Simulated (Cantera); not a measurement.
Input (Python, Cantera):

```python
import numpy as np
import cantera as ct

gas = ct.Solution("gri30.yaml")
gas.TPX = 2375, 2666, {'CH4': 0.008, 'H2': 1, 'N2': 0.0017}
reactor = ct.IdealGasConstPressureReactor(gas, energy="off", clone=False)
net = ct.ReactorNet([reactor])
net.rtol, net.atol = 1e-08, 1e-18
show = ['CH4', 'H2', 'CH3', 'C2H2', 'C2H6', 'CH2']
times = np.geomspace(0.0001, 5, 13)

steps = ct.SolutionArray(gas, extra=["t"])
rows = []
print(f"{'t/s':>10s}{'T/K':>9s}{'P/Pa':>11s}" + "".join(f"{s:>11s}" for s in show))
for t in times:
    while net.time < t:
        t_next = net.step()
        steps.append(gas.state, t=t_next)
    rows.append([np.interp(t, steps.t, y) for y in (steps.T, steps.P, *steps(*show).X.T)])
    print(f"{t:10.3e}{rows[-1][0]:9.1f}{rows[-1][1]:11.4g}" + "".join(f"{x:11.3e}" for x in rows[-1][2:]))
rate = np.gradient(steps.T, steps.t)
print("integrator steps:", len(steps.t))
if steps.T.max() > steps.T[0] + 200:
    print(f"time of steepest temperature rise: {steps.t[rate.argmax()]:.4e} s")
gas.TPX = 2375, 2666, {'CH4': 0.008, 'H2': 1, 'N2': 0.0017}
gas.equilibrate("TP")
print(f"equilibrium (TP): T = {gas.T:.1f} K  " + "  ".join(f"{s} {gas[s].X[0]:.3e}" for s in show))
```

Result:

```
       t/s      T/K       P/Pa        CH4         H2        CH3       C2H2       C2H6        CH2
 1.000e-04   2375.0       2666  7.781e-03  9.896e-01  1.380e-04  2.012e-08  4.171e-09  1.778e-07
 2.464e-04   2375.0       2666  7.610e-03  9.884e-01  3.009e-04  4.974e-07  1.902e-08  9.231e-07
 6.070e-04   2375.0       2666  7.205e-03  9.857e-01  6.609e-04  1.093e-05  7.305e-08  4.742e-06
 1.495e-03   2375.0       2666  6.194e-03  9.797e-01  1.289e-03  1.691e-04  1.754e-07  2.024e-05
 3.684e-03   2375.0       2666  3.597e-03  9.711e-01  1.426e-03  1.354e-03  1.223e-07  4.198e-05
 9.076e-03   2375.0       2666  9.701e-04  9.641e-01  5.499e-04  3.093e-03  1.237e-08  2.486e-05
 2.236e-02   2375.0       2666  2.020e-04  9.573e-01  1.441e-04  3.671e-03  6.477e-10  8.532e-06
 5.509e-02   2375.0       2666  4.313e-05  9.487e-01  3.840e-05  3.787e-03  3.497e-11  2.871e-06
 1.357e-01   2375.0       2666  9.841e-06  9.354e-01  1.145e-05  3.789e-03  2.240e-12  1.123e-06
 3.344e-01   2375.0       2666  4.127e-06  9.194e-01  6.202e-06  3.759e-03  4.857e-13  7.864e-07
 8.238e-01   2375.0       2666  3.296e-06  9.120e-01  5.488e-06  3.742e-03  3.349e-13  7.709e-07
 2.030e+00   2375.0       2666  3.254e-06  9.115e-01  5.449e-06  3.738e-03  3.278e-13  7.702e-07
 5.000e+00   2375.0       2666  3.251e-06  9.115e-01  5.446e-06  3.731e-03  3.273e-13  7.697e-07
integrator steps: 1482
equilibrium (TP): T = 2375.0 K  CH4 3.022e-06  H2 9.115e-01  CH3 5.062e-06  C2H2 3.070e-03  C2H6 2.818e-13  CH2 7.154e-07
```

Computed with Cantera and GRI-Mech 3.0 (53 species, 325 reactions). GRI-Mech 3.0 stops at C3 and has no aromatics, soot or wall deposition, so with more carbon than oxygen in the feed, carbon stays in small species such as C2H2 where larger ones or solid carbon would form. Radical loss at walls, strong at low pressure, is not modelled.
